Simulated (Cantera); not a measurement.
What does this Cantera script print?

```python
import numpy as np
import cantera as ct

gas_names = """
    N2O H2 H2O2
""".split()
cond_names = """
    V2O4(I) V2O4(II) V2O4(L) VN(s)
""".split()


# ... load() reads the species with a 1 bar reference pressure and builds the phases ...
species = {s.name: s for s in load("nasa_gas.yaml", gas_names) + load("nasa_condensed.yaml", cond_names)}
# Each term lists the table entries of one substance; the one whose range holds T is used.
reactions = {
    '2 N2O(g) + 5 H2(g) + 2 V2O4 = 4 VN + 5 H2O2(g)':
        [(-2, ['N2O']), (-5, ['H2']), (-2, ['V2O4(I)', 'V2O4(II)', 'V2O4(L)']), (4, ['VN(s)']), (5, ['H2O2'])],
}


def pick(names, T):
    return next(species[n] for n in names if species[n].thermo.min_temp <= T <= species[n].thermo.max_temp)


results = []
for label, terms in reactions.items():
    print(label)
    print("     T/K   dH/kJ  dS/(J/K)   dG/kJ   log10 K")
    for T in [850, 950, 1050, 1150, 1250]:
        used = [(nu, pick(names, T)) for nu, names in terms]
        dH = sum(nu * s.thermo.h(T) for nu, s in used) / 1e6
        dS = sum(nu * s.thermo.s(T) for nu, s in used) / 1e3
        dG = dH - T * dS / 1e3
        logK = -dG * 1e6 / (ct.gas_constant * T * np.log(10))
        results.append((label, T, dH, dS, dG, logK, [s.name for _, s in used]))
        print(f"{T:8g} {dH:8.1f} {dS:8.1f} {dG:8.1f} {logK:8.2f}")
```

Output:

```
2 N2O(g) + 5 H2(g) + 2 V2O4 = 4 VN + 5 H2O2(g)
     T/K   dH/kJ  dS/(J/K)   dG/kJ   log10 K
     850   1077.8   -120.7   1180.4   -72.54
     950   1071.6   -127.6   1192.8   -65.58
    1050   1066.0   -133.2   1205.9   -59.99
    1150   1060.8   -137.9   1219.4   -55.39
    1250   1056.0   -142.0   1233.4   -51.54
```

Standard-state values (1 bar) from the NASA 1993 polynomials, evaluated with Cantera. VN: taken at fixed stoichiometry. Condensed species are held in their standard states even where they would react or evaporate.
